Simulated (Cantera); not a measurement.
Moist CO burnout

A perfectly stirred reactor is fed with CO : O2 : H2O : N2 = 0.0049 : 0.03 : 0.002 : 1 (molar parts), at 1.00 atm; it is held at 1348 K, and followed from long to short residence time.

Model: GRI-Mech 3.0 (53 species, 325 reactions), integrated in Cantera.

```csv
τ (s),x CO,x O2,x H2O,x CO2,x HO2
1.8,5.63e-5,0.0266,0.00192,0.00468,2.30e-7
0.82,9.62e-5,0.0267,0.00192,0.00464,3.53e-7
0.38,0.000162,0.0267,0.00192,0.00457,5.22e-7
0.18,0.000266,0.0267,0.00191,0.00447,7.39e-7
0.082,0.000443,0.0268,0.00191,0.00429,1.03e-6
0.038,0.000718,0.0269,0.00190,0.00402,1.36e-6
0.018,0.00112,0.0271,0.00189,0.00361,1.71e-6
0.0081,0.00173,0.0273,0.00187,0.00300,2.07e-6
0.0038,0.00248,0.0277,0.00186,0.00225,2.33e-6
0.0017,0.00337,0.0281,0.00186,0.00135,2.42e-6
0.00081,0.00411,0.0285,0.00188,0.000612,2.17e-6
```
x: mole fraction; the columns are a selection and need not sum to one.
